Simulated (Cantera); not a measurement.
Input (Python, Cantera) and output of one run.

```python
import numpy as np
import cantera as ct

gas_names = """
    H H2 N NH NH2 NH3 N2 N2H2 N2H4 Si SiH SiH2 SiH3 SiH4 SiN Si2 Si2N Si3
""".split()
cond_names = """
    Si(cr) Si(L) Si3N4(a)
""".split()


# ... load() reads the species with a 1 bar reference pressure and builds the phases ...
atoms = {
    'Si3N4': {'Si': 3, 'N': 4},
    'H2': {'H': 2},
}
top_T = {'Si3N4(a)': 2400}  # K; cautious upper limits of use, not melting points


# ... equilibrate(T, P, feed) seeds the gas with the atoms and calls Mixture.equilibrate('TP', solver="vcs", rtol=1e-11, max_steps=5000) ...
results = []
feed = {'Si3N4': 1, 'H2': 4.7}  # mol
P = 5.2  # Pa
for T in [798, 998, 1198, 1398, 1598, 1798, 1998]:
    mix = equilibrate(T, P, feed)
    results.append((T, P, feed, dict(zip(mix.species_names, mix.species_moles))))

top = {s: max(r[3][s] / sum(r[3][g] for g in gas_names) for r in results) for s in gas_names}
cols = sorted((s for s in top if top[s] > 1e-05), key=lambda s: -top[s])[:9]
seen = [c for c in cond_names if any(r[3].get(c, 0) > 1e-12 for r in results)]
print("log10 of partial pressures in bar; condensed amounts in mol")
print(f"{'T/K':>10s}" + "".join(f"{s[:9]:>10s}" for s in cols + seen))
for T, P, feed, n in results:
    ng = sum(n[g] for g in gas_names)
    print(f"{T:10.4g}" + "".join(f"{np.log10(max(n[s] / ng * P / 1e5, 1e-99)):10.3f}" for s in cols)
          + "".join(f"{n.get(c, 0):10.4g}" for c in seen))
```

Output:

```
log10 of partial pressures in bar; condensed amounts in mol
       T/K        H2        N2        Si         H       Si2       SiH       SiN      Si2N       Si3    Si(cr)     Si(L)  Si3N4(a)
       798    -4.284   -15.562   -21.790   -13.716   -28.949   -21.084   -27.026   -27.697   -31.090         0         0         1
       998    -4.284   -10.826   -15.798   -10.809   -21.057   -16.090   -19.707   -19.945   -22.514 2.024e-06         0         1
      1198    -4.284    -7.572   -11.890    -8.863   -15.964   -12.851   -14.868   -14.894   -17.054  0.003633         0    0.9988
      1398    -4.333    -5.261    -9.108    -7.491   -12.341   -10.572   -11.427   -11.308   -13.181    0.8308         0     0.723
      1598    -4.442    -4.811    -7.029    -6.495    -9.638    -8.909    -9.496    -9.272   -10.299     2.987         0         0
      1798    -4.487    -4.845    -5.511    -5.697    -7.732    -7.695    -8.285    -8.077    -8.355         0     2.555         0
      1998    -4.701    -5.000    -4.829    -5.145    -7.274    -7.346    -7.912    -8.250    -8.400         0         0         0
```

These are equilibrium values from Cantera (NASA tables, ideal gas, pure condensed phases), not measurements of a reactor. Mutual solubility and eutectic melting of coexisting phases are not modelled. The tables' values for SiN are old estimates; treat these amounts as uncertain. Gases not in the tables: Si2H6 and higher silanes.
